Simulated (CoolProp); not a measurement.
The fluid at 293.15 K and 1.18 MPa is throttled through a valve to 0.738 MPa with no heat exchange. The same conditions are run with several fluids, on thermodynamics alone (safety and materials aside).

Values from CoolProp's reference Helmholtz-energy equation of state of each fluid (C3F8 (R218): Lemmon 2006; ethanol: Schroeder 2014; propylene glycol: Eisenbach 2021; tetradecamethylhexasiloxane (MD4M): Thol 2019; R1233zd(E): Akasaka 2022).

```tsv
fluid	temperature change (K)	final phase	final density (kg/m³)
C3F8 (R218)	-0.9	two-phase, vapour fraction 0.012	1120
ethanol	+0.2	liquid	790
propylene glycol	+0.1	liquid	1040
tetradecamethylhexasiloxane (MD4M)	+0.2	liquid	892
R1233zd(E)	+0.1	liquid	1280
```
